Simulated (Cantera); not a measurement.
An adiabatic, constant-pressure homogeneous reactor starts with CH4 : O2 : N2 = 1 : 2.44 : 9.17 (molar parts), equivalence ratio 0.82, at 1450 K and 10.0 bar.

Cantera simulation using GRI-Mech 3.0 (53 species, 325 reactions); the numbers are that mechanism's predictions, not measurements.

x: mole fraction; the columns are a selection and need not sum to one.

```tsv
t (s)	T (K)	x CH4	x O2	x NO	x H	x CO2	x C2H6
3.00e-6	1450	0.0793	0.193	<1e-12	2.96e-9	5.70e-12	[?]
6.83e-6	1450	0.0793	0.193	<1e-12	5.14e-9	8.52e-11	[?]
1.55e-5	1450	0.0793	0.193	<1e-12	1.34e-8	1.72e-9	[?]
3.54e-5	1450	0.0792	0.193	<1e-12	4.50e-8	4.10e-8	[?]
8.05e-5	1452	0.0787	0.193	<1e-12	1.25e-7	5.34e-7	[?]
0.000183	1466	0.0759	0.191	3.39e-12	7.22e-7	8.77e-6	[?]
0.000417	2787	<1e-12	0.0375	0.00394	0.00174	0.0631	<1e-12
0.000949	2776	<1e-12	0.0342	0.0113	0.00168	0.0632	<1e-12
0.00216	2773	<1e-12	0.0332	0.0133	0.00166	0.0632	<1e-12
0.00491	2773	<1e-12	0.0332	0.0134	0.00166	0.0632	<1e-12
0.0112	2773	<1e-12	0.0332	0.0134	0.00166	0.0632	<1e-12
0.0255	2773	<1e-12	0.0332	0.0134	0.00166	0.0632	<1e-12
0.0579	2773	<1e-12	0.0332	0.0134	0.00166	0.0632	<1e-12
0.132	2773	<1e-12	0.0332	0.0134	0.00166	0.0632	<1e-12
0.300	2773	<1e-12	0.0332	0.0134	0.00166	0.0632	<1e-12
```

Task: Fill in the missing entries.

Result: 
- 3.00e-6, x C2H6: 1.02e-9
- 6.83e-6, x C2H6: 1.63e-8
- 1.55e-5, x C2H6: 3.47e-7
- 3.54e-5, x C2H6: 8.56e-6
- 8.05e-5, x C2H6: 9.67e-5
- 0.000183, x C2H6: 0.000628
